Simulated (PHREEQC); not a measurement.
Solution (20 °C): 160 mmol/kgw Mn(NO3)2. Closed to the air; pH follows from the charge balance.

The numbers come from PHREEQC with the ion-association model, phreeqc.dat.

**Question.** The ionic strength comes out as 0.464 mol/kgw. What activity coefficients do NO3-, H+, MnOH+, Mn+2 get?

**Answer.** NO3- 0.62, H+ 0.77, MnOH+ 0.69, Mn+2 0.26.

This is a speciation only: nothing precipitates in the calculation.
